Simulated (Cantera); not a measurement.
A Cantera script and what it prints.

```python
import numpy as np
import cantera as ct

gas_names = """
    H HO2 H2 H2O H2O2 H2S H2SO4 O OH O2 O3 S SH SO SO2 SO3 S2 S2O S8
""".split()
cond_names = """
    H2O(s) H2O(L) H2SO4(L) S(cr1) S(cr2) S(L)
""".split()


# ... load() reads the species with a 1 bar reference pressure and builds the phases ...
atoms = {
    'S': {'S': 1},
    'H2O': {'H': 2, 'O': 1},
}
top_T = {}  # K; cautious upper limits of use, not melting points


# ... equilibrate(T, P, feed) seeds the gas with the atoms and calls Mixture.equilibrate('TP', solver="vcs", rtol=1e-11, max_steps=5000) ...
results = []
feed = {'S': 1, 'H2O': 0.38}  # mol
P = 140  # Pa
for T in [2550, 2625, 2700, 2775, 2850, 2925, 3000, 3075, 3150, 3225, 3300, 3375]:
    mix = equilibrate(T, P, feed)
    results.append((T, P, feed, dict(zip(mix.species_names, mix.species_moles))))
    x = sorted(zip(gas.X, gas.species_names), reverse=True)
    print(f"T = {T:g} K  P = {P:g} Pa  gas = {mix.phase_moles(0):.4g} mol")
    print("   x: " + "  ".join(f"{s} {v:.3e}" for v, s in x if v > 1e-06))
    print("   condensed (mol): " + ("  ".join(f"{mix.phase(i).name} {mix.phase_moles(i):.4g}"
          for i in range(1, mix.n_phases) if mix.phase_moles(i) > 1e-12) or "none"))
```

It prints:

```
T = 2550 K  P = 140 Pa  gas = 1.507 mol
   x: S 3.405e-01  H 2.617e-01  SO 1.749e-01  H2 9.851e-02  S2 5.597e-02  SO2 2.212e-02  SH 1.379e-02  O 1.234e-02  H2O 1.223e-02  OH 7.120e-03  O2 6.260e-04  H2S 1.593e-04  S2O 1.428e-04
   condensed (mol): none
T = 2625 K  P = 140 Pa  gas = 1.599 mol
   x: S 3.639e-01  H 3.008e-01  SO 1.629e-01  H2 7.026e-02  S2 3.548e-02  O 2.209e-02  SO2 1.740e-02  SH 1.023e-02  OH 8.004e-03  H2O 7.874e-03  O2 1.006e-03  S2O 8.925e-05  H2S 8.011e-05
   condensed (mol): none
T = 2700 K  P = 140 Pa  gas = 1.687 mol
   x: S 3.816e-01  H 3.305e-01  SO 1.460e-01  H2 4.737e-02  O 3.727e-02  S2 2.237e-02  SO2 1.294e-02  OH 8.381e-03  SH 7.319e-03  H2O 4.692e-03  O2 1.491e-03  S2O 5.404e-05  H2S 3.824e-05
   condensed (mol): none
T = 2775 K  P = 140 Pa  gas = 1.773 mol
   x: S 3.971e-01  H 3.494e-01  SO 1.242e-01  O 5.803e-02  H2 3.048e-02  S2 1.431e-02  SO2 8.760e-03  OH 8.028e-03  SH 5.127e-03  H2O 2.548e-03  O2 1.950e-03  S2O 3.158e-05  H2S 1.765e-05
   condensed (mol): none
T = 2850 K  P = 140 Pa  gas = 1.855 mol
   x: S 4.121e-01  H 3.585e-01  SO 9.937e-02  O 8.231e-02  H2 1.902e-02  S2 9.358e-03  OH 6.995e-03  SO2 5.259e-03  SH 3.559e-03  O2 2.185e-03  H2O 1.263e-03  S2O 1.766e-05  H2S 8.038e-06
   condensed (mol): none
T = 2925 K  P = 140 Pa  gas = 1.929 mol
   x: S 4.262e-01  H 3.613e-01  O 1.065e-01  SO 7.453e-02  H2 1.175e-02  S2 6.232e-03  OH 5.603e-03  SO2 2.790e-03  SH 2.470e-03  O2 2.100e-03  H2O 5.825e-04  S2O 9.416e-06  H2S 3.675e-06
   condensed (mol): none
T = 3000 K  P = 140 Pa  gas = 1.99 mol
   x: S 4.381e-01  H 3.608e-01  O 1.274e-01  SO 5.287e-02  H2 7.310e-03  OH 4.212e-03  S2 4.200e-03  O2 1.772e-03  SH 1.723e-03  SO2 1.333e-03  H2O 2.569e-04  S2O 4.808e-06  H2S 1.710e-06
   condensed (mol): none
T = 3075 K  P = 140 Pa  gas = 2.037 mol
   x: S 4.474e-01  H 3.594e-01  O 1.435e-01  SO 3.602e-02  H2 4.625e-03  OH 3.040e-03  S2 2.853e-03  O2 1.361e-03  SH 1.213e-03  SO2 5.926e-04  H2O 1.113e-04  S2O 2.382e-06
   condensed (mol): none
T = 3150 K  P = 140 Pa  gas = 2.071 mol
   x: S 4.540e-01  H 3.580e-01  O 1.549e-01  SO 2.397e-02  H2 2.990e-03  OH 2.147e-03  S2 1.954e-03  O2 9.830e-04  SH 8.630e-04  SO2 2.530e-04  H2O 4.838e-05  S2O 1.164e-06
   condensed (mol): none
T = 3225 K  P = 140 Pa  gas = 2.094 mol
   x: S 4.584e-01  H 3.569e-01  O 1.626e-01  SO 1.579e-02  H2 1.975e-03  OH 1.505e-03  S2 1.350e-03  O2 6.866e-04  SH 6.217e-04  SO2 1.066e-04  H2O 2.135e-05
   condensed (mol): none
T = 3300 K  P = 140 Pa  gas = 2.109 mol
   x: S 4.614e-01  H 3.562e-01  O 1.677e-01  SO 1.041e-02  H2 1.331e-03  OH 1.056e-03  S2 9.431e-04  O2 4.724e-04  SH 4.535e-04  SO2 4.509e-05  H2O 9.642e-06
   condensed (mol): none
T = 3375 K  P = 140 Pa  gas = 2.119 mol
   x: S 4.633e-01  H 3.558e-01  O 1.710e-01  SO 6.905e-03  H2 9.141e-04  OH 7.457e-04  S2 6.666e-04  SH 3.349e-04  O2 3.240e-04  SO2 1.940e-05  H2O 4.471e-06
   condensed (mol): none
```

Cantera equilibrium calculation (NASA polynomials, part measured and part estimated; ideal gas, pure solids and liquids).
